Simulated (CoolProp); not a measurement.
Properties of R365MFC along the isotherm 500 K (Tc = 460.0 K, pc = 32.66 bar, ω = 0.377).

Values from CoolProp's reference Helmholtz-energy equation of state, Lemmon 2016.

```csv
p (bar),phase,cv (kJ/(kg K)),speed of sound (m/s),expansivity (1/kK)
1.02,gas,1.265,169.9,2.059
2.04,gas,1.266,168.5,2.120
3.06,gas,1.266,167.2,2.183
4.08,gas,1.266,165.8,2.249
5.1,gas,1.267,164.4,2.318
6.12,gas,1.267,163.0,2.390
7.15,gas,1.268,161.6,2.466
8.17,gas,1.268,160.1,2.545
9.19,gas,1.269,158.7,2.627
10.2,gas,1.270,157.3,2.713
11.2,gas,1.271,155.9,2.801
12.2,gas,1.271,154.5,2.894
13.3,gas,1.272,152.9,3.002
14.3,gas,___,151.5,3.104
15.3,gas,___,150.0,3.212
16.3,gas,1.276,___,3.326
```

Fill in the missing entries.


- 14.3, cv (kJ/(kg K)): 1.273
- 15.3, cv (kJ/(kg K)): 1.274
- 16.3, speed of sound (m/s): 148.6
